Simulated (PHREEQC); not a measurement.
Consider water at 25 °C with 0.0059 mol HF, 0.00034 mol NH4HF2 and 0.0043 mol (NH4)2SiF6 per kg of water. Closed to the air; pH follows from the charge balance.

Computed with PHREEQC (ion-association model, wateq4f.dat).

Problem. The ionic strength comes out as 0.0150 mol/kgw. What activity coefficients do H+, F-, SiF6-2, NH4+, HF2- get?

Solution. H+ 0.90, F- 0.88, SiF6-2 0.62, NH4+ 0.89, HF2- 0.88.

No solid was allowed to form. Complexes and solids missing from the database can't appear. SiF6-2 is the database's only silicon fluoride.
